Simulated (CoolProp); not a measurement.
The numbers come from the reference Helmholtz-energy equation of state, Thol 2021 in CoolProp.

Q: Give the vapour pressure (MPa), vapour density (kg/m³), enthalpy of vaporisation (kJ/kg) of saturated chlorine at -55.75, -40.85 °C.

A: 
| T (°C) | p (MPa) | vapour density (kg/m³) | enthalpy of vaporisation (kJ/kg) |
|---|---|---|---|
| -55.75 | 0.0348 | 1.38 | 299 |
| -40.85 | 0.0740 | 2.78 | 291 |
